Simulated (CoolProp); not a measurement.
Vapour-liquid equilibrium of CH2F2 (R32) (1) + R123 (2) at 258.7 K; x and y are mole fractions of (1).

Computed with CoolProp (multi-fluid Helmholtz-energy mixture model, Tillner-Roth 1997 and Younglove 1994; pair parameters Bell 2016).

```
x      bubble pressure, mixture model (bar)  bubble pressure, Raoult's law (bar)  y, mixture model  y, Raoult's law
-----  ------------------------------------  -----------------------------------  ----------------  ---------------
0.05                                 0.5173                               0.4022             0.697            0.619
0.125                                 1.032                               0.7635             0.855            0.815
0.2                                   1.510                                1.125             0.906            0.885
0.275                                 1.943                                1.486             0.931            0.921
0.35                                  2.329                                1.847             0.946            0.943
0.425                                 2.672                                2.209             0.956            0.958
0.5                                   2.981                                2.570             0.963            0.969
0.575                                 3.266                                2.931             0.969            0.977
0.65                                  3.537                                3.293             0.975            0.983
0.725                                 3.808                                3.654             0.980            0.988
0.8                                   4.090                                4.015             0.985            0.992
0.875                                 4.393                                4.376             0.990            0.995
0.95                                  4.730                                4.738             0.996            0.998
```

The largest gap from Raoult's law is +35.2 % in bubble pressure, at x = 0.125. No azeotrope shows between x = 0.05 and 0.95.

Pair parameters are fitted to limited data, so mixtures are less certain than the pure fluids.
